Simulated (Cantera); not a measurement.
A Cantera script and what it prints.

```python
import numpy as np
import cantera as ct

gas_names = [...]  # 110 gases of nasa_gas.yaml made of C, H, O
cond_names = """
    C(gr) C6H6(L) C7H8(L) C8H18(L),n-octa H2O(s) H2O(L)
""".split()


# ... load() reads the species with a 1 bar reference pressure and builds the phases ...
atoms = {
    'C3H8': {'C': 3, 'H': 8},
    'CO2': {'C': 1, 'O': 2},
    'H2': {'H': 2},
}
top_T = {'C(gr)': 4500}  # K; cautious upper limits of use, not melting points


# ... equilibrate(T, P, feed) seeds the gas with the atoms and calls Mixture.equilibrate('TP', solver="vcs", rtol=1e-11, max_steps=5000) ...
results = []
feed = {'C3H8': 1, 'CO2': 0.24, 'H2': 0.74}  # mol
P = 320  # Pa
for T in [873, 923, 973, 1023, 1073, 1123, 1173, 1223, 1273]:
    mix = equilibrate(T, P, feed)
    results.append((T, P, feed, dict(zip(mix.species_names, mix.species_moles))))
    x = sorted(zip(gas.X, gas.species_names), reverse=True)
    print(f"T = {T:g} K  P = {P:g} Pa  gas = {mix.phase_moles(0):.4g} mol")
    print("   x: " + "  ".join(f"{s} {v:.3e}" for v, s in x if v > 1e-06))
    print("   condensed (mol): " + ("  ".join(f"{mix.phase(i).name} {mix.phase_moles(i):.4g}"
          for i in range(1, mix.n_phases) if mix.phase_moles(i) > 1e-12) or "none"))
```

Result:

```
T = 873 K  P = 320 Pa  gas = 5.206 mol
   x: H2 9.069e-01  CO 9.048e-02  CH4 1.181e-03  H2O 1.117e-03  CO2 2.974e-04
   condensed (mol): C(gr) 2.761
T = 923 K  P = 320 Pa  gas = 5.214 mol
   x: H2 9.074e-01  CO 9.148e-02  CH4 6.129e-04  H2O 4.102e-04  CO2 8.448e-05
   condensed (mol): C(gr) 2.759
T = 973 K  P = 320 Pa  gas = 5.217 mol
   x: H2 9.077e-01  CO 9.178e-02  CH4 3.388e-04  H2O 1.658e-04  CO2 2.704e-05
   condensed (mol): C(gr) 2.759
T = 1023 K  P = 320 Pa  gas = 5.219 mol
   x: H2 9.078e-01  CO 9.189e-02  CH4 1.979e-04  H2O 7.306e-05  CO2 9.665e-06
   condensed (mol): C(gr) 2.759
T = 1073 K  P = 320 Pa  gas = 5.219 mol
   x: H2 9.079e-01  CO 9.193e-02  CH4 1.212e-04  H2O 3.472e-05  CO2 3.808e-06
   condensed (mol): C(gr) 2.76
T = 1123 K  P = 320 Pa  gas = 5.219 mol
   x: H2 9.080e-01  CO 9.194e-02  CH4 7.743e-05  H2O 1.763e-05  CO2 1.633e-06
   condensed (mol): C(gr) 2.76
T = 1173 K  P = 320 Pa  gas = 5.22 mol
   x: H2 9.080e-01  CO 9.195e-02  CH4 5.132e-05  H2O 9.483e-06  H 1.986e-06
   condensed (mol): C(gr) 2.76
T = 1223 K  P = 320 Pa  gas = 5.22 mol
   x: H2 9.080e-01  CO 9.195e-02  CH4 3.515e-05  H2O 5.368e-06  H 5.065e-06
   condensed (mol): C(gr) 2.76
T = 1273 K  P = 320 Pa  gas = 5.22 mol
   x: H2 9.080e-01  CO 9.195e-02  CH4 2.478e-05  H 1.201e-05  H2O 3.178e-06
   condensed (mol): C(gr) 2.76
```

Cantera equilibrium calculation (NASA polynomials, part measured and part estimated; ideal gas, pure solids and liquids).
